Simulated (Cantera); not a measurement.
An adiabatic, constant-volume homogeneous reactor starts with CH4 : O2 : N2 : H2O : H2 = 1 : 1.33 : 5.01 : 0.26 : 0.048 (molar parts), equivalence ratio 1.5, at 1775 K and 25000 Pa.

Computed with Cantera and GRI-Mech 3.0 (53 species, 325 reactions).

Problem. Predict: time of steepest temperature rise; temperature at 0.700 s; equilibrium temperature; x(O2) at 0.700 s; x(H2O) at 0.700 s; x(CH2O) at 0.700 s.

Solution. 
| Quantity | Value |
|---|---|
| time of steepest temperature rise | 0.428 ms |
| temperature at 0.700 s | 2823 K |
| equilibrium temperature | 2823 K |
| x(O2) at 0.700 s | 0.00466 (gas-phase equilibrium 0.00466) |
| x(H2O) at 0.700 s | 0.155 (gas-phase equilibrium 0.155) |
| x(CH2O) at 0.700 s | 1.33e-9 (gas-phase equilibrium 1.33e-9) |
